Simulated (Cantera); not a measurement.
**Gas activation for diamond growth**

An isothermal, constant-pressure homogeneous reactor starts with CH4 : H2 : CO2 = 0.0071 : 1 : 0.005 (molar parts), at 2975 K and 30000 Pa.

Detailed kinetics in Cantera: GRI-Mech 3.0 (53 species, 325 reactions).

```tsv
t (s)	x CH4	x H2	x CO2	x HCO	x C2H6	x OH
4.00e-6	0.00609	0.981	0.00475	1.36e-8	7.76e-8	3.58e-6
3.36e-5	0.00297	0.941	0.000605	2.67e-7	1.68e-7	6.42e-5
0.000283	0.000118	0.883	2.94e-6	1.05e-7	5.32e-10	0.000124
0.00238	4.02e-6	0.776	5.40e-8	5.08e-8	1.04e-12	3.18e-6
0.0200	1.87e-6	0.757	1.95e-10	4.74e-8	<1e-12	1.26e-8
0.168	1.87e-6	0.757	1.95e-10	4.74e-8	<1e-12	1.26e-8
1.41	1.87e-6	0.757	1.95e-10	4.74e-8	<1e-12	1.26e-8
11.9	1.87e-6	0.757	1.95e-10	4.74e-8	<1e-12	1.26e-8
100	1.87e-6	0.757	1.95e-10	4.74e-8	<1e-12	1.26e-8
```
x: mole fraction; the columns are a selection and need not sum to one.

Equilibrium at this temperature and pressure: CH4 1.90e-6, H2 0.757, CO2 1.98e-10, HCO 4.74e-8, C2H6 <1e-12, OH 1.28e-8 (gas phase only).
